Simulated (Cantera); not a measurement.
Input (Python, Cantera):

```python
import numpy as np
import cantera as ct

surf = ct.Interface("diamond.yaml", "diamond_100")
gas, bulk = surf.adjacent["gas"], surf.adjacent["diamond"]
k = surf.kinetics_species_index(bulk.species_names[0])
cover = ["c6HH", "c6H*", "c6*H", "c6**", "c6HM", "c6B"]

rows, drift = [], 0.0
print(f"{'T':>10s}{'um/h':>11s}" + "".join(f"{s:>11s}" for s in cover))
for v in [925, 1000, 1075, 1150, 1225, 1300, 1375]:
    T, P, xH, xCH3 = v, 1600, 0.012, 4.1e-05
    gas.TPX = T, P, {"H": xH, "CH3": xCH3, "CH4": 0.018, "H2": 1 - xH - xCH3 - 0.018}
    surf.TP = bulk.TP = T, P
    surf.coverages = "c6H*:0.1, c6HH:0.9"
    surf.advance_coverages(100.0)
    before = surf.coverages
    surf.advance_coverages(100.0)
    drift = max(drift, np.max(np.abs(surf.coverages - before) / (surf.coverages + 1e-9)))
    rate = surf.net_production_rates[k] * bulk.mean_molecular_weight / bulk.density * 3.6e9
    rows.append([rate, *surf[cover].coverages])
    print(f"{v:10.4g}{rate:11.4e}" + "".join(f"{x:11.3e}" for x in rows[-1][1:]))
```

Result:

```
         T       um/h       c6HH       c6H*       c6*H       c6**       c6HM        c6B
       925 2.3624e-01  6.654e-01  1.223e-02  3.137e-01  5.453e-03  2.557e-03  6.410e-10
      1000 3.3171e-01  5.954e-01  1.831e-02  3.741e-01  9.752e-03  1.775e-03  9.001e-10
      1075 3.7387e-01  5.309e-01  2.538e-02  4.262e-01  1.588e-02  1.078e-03  1.015e-09
      1150 2.8258e-01  4.734e-01  3.310e-02  4.687e-01  2.398e-02  4.494e-04  7.668e-10
      1225 1.6920e-01  4.230e-01  4.115e-02  5.016e-01  3.398e-02  1.269e-04  4.591e-10
      1300 1.3269e-01  3.793e-01  4.923e-02  5.257e-01  4.566e-02  3.128e-05  3.601e-10
      1375 1.3210e-01  3.421e-01  5.713e-02  5.420e-01  5.870e-02  7.628e-06  3.584e-10
```

Detailed kinetics in Cantera: the Harris–Goodwin 1993 mechanism for the reconstructed diamond (100) surface.
